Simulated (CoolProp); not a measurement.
Carbonyl sulfide along the isobar 6.8 MPa: fugacity coefficient from the reference equation and from simpler models built on Tc = 378.8 K, pc = 6.369 MPa, ω = 0.098; each cubic takes its own stable root.

Values from CoolProp's reference Helmholtz-energy equation of state, Lemmon 2006. It is a short technical equation, of lower accuracy than the large ones.

```
T (K)          phase  reference
-----  -------------  ---------
203.7         liquid   0.006649
231.1         liquid    0.02467
258.6         liquid    0.06614
286           liquid     0.1404
313.5         liquid     0.2524
341           liquid     0.3990
368.4         liquid     0.5668
395.9  supercritical     0.6958
```

Task: How far does each simpler model (van der Waals, Redlich-Kwong) lie from the reference over these 8 states: mean and median of the absolute difference, and the worst?

Result: 
- van der Waals: mean 173.1 %, median 73.4 %, worst +700.1 % at 203.7 K and 6.8 MPa
- Redlich-Kwong: mean 5.6 %, median 6.5 %, worst +10.4 % at 258.6 K and 6.8 MPa
